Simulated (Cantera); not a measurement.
A Cantera script and what it prints.

```python
import numpy as np
import cantera as ct

gas_names = [...]  # 87 gases of nasa_gas.yaml made of C, H, Si
cond_names = """
    C(gr) C6H6(L) C7H8(L) C8H18(L),n-octa Si(cr) Si(L) SiC(b)
""".split()


# ... load() reads the species with a 1 bar reference pressure and builds the phases ...
atoms = {
    'CH3SiH3': {'C': 1, 'H': 6, 'Si': 1},
    'H2': {'H': 2},
}
top_T = {'C(gr)': 4500, 'SiC(b)': 3050}  # K; cautious upper limits of use, not melting points


# ... equilibrate(T, P, feed) seeds the gas with the atoms and calls Mixture.equilibrate('TP', solver="vcs", rtol=1e-11, max_steps=5000) ...
results = []
feed = {'CH3SiH3': 1, 'H2': 72}  # mol
T = 2500  # K
P = 1000  # Pa
mix = equilibrate(T, P, feed)
results.append((T, P, feed, dict(zip(mix.species_names, mix.species_moles))))
print(gas.report(threshold=0.001))
for i in range(1, mix.n_phases):
    print(f"{mix.phase(i).name:16s} {mix.phase_moles(i):12.5e} mol")
```

It prints:

```
       temperature   2500 K
          pressure   1000 Pa
           density   0.0001078 kg/m^3
  mean mol. weight   2.2408 kg/kmol
   phase of matter   gas

                          1 kg             1 kmol
                     ---------------   ---------------
          enthalpy        5.3422e+07        1.1971e+08  J
   internal energy        4.4146e+07        9.8923e+07  J
           entropy        1.0378e+05        2.3256e+05  J/K
    Gibbs function       -2.0604e+08        -4.617e+08  J
 heat capacity c_p             14536             32573  J/K
 heat capacity c_v             10826             24258  J/K

                      mass frac. Y      mole frac. X     chem. pot. / RT
                     ---------------   ---------------   ---------------
    C2H2,acetylene          0.050122         0.0043135           -32.265
                 H          0.098863           0.21978           -12.544
                H2           0.68748           0.76415           -25.089
                Si           0.12446         0.0099305           -10.972
              SiC2          0.031255         0.0013441           -18.148
     [  +82 minor]         0.0078225        0.00048717

C(gr)             0.00000e+00 mol
Si(L)             0.00000e+00 mol
SiC(b)            0.00000e+00 mol
```

These are equilibrium values from Cantera (NASA tables, ideal gas, pure condensed phases), not measurements of a reactor. The feed counts by its element totals alone. Gases not in the tables: Si2H6 and higher silanes.
